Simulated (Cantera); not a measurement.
Mixture: H₂ : O₂ : N₂ = 1 : 1.06 : 4 (molar parts), at 3.30 bar, adiabatic and at constant volume. Ignition delay is the time to a rise of 400 K.

Cantera simulation using the H2/O2 subset of GRI-Mech 3.0, which has no nitrogen chemistry; the numbers are that mechanism's predictions, not measurements. The hydrogen kinetics of GRI-Mech 3.0 are dated; newer H2 mechanisms differ, most at raised pressure. Where the delays flatten at high temperature, the 400 K rule measures the pace of heat release, not the induction time.

Problem. Predict: delay at 1200 K; delay at 1350 K; delay at 1500 K; delay at 1650 K.

Solution. 
| Property | Value |
|---|---|
| delay at 1200 K | 18.4 µs |
| delay at 1350 K | 7.81 µs |
| delay at 1500 K | 4.77 µs |
| delay at 1650 K | 3.57 µs |
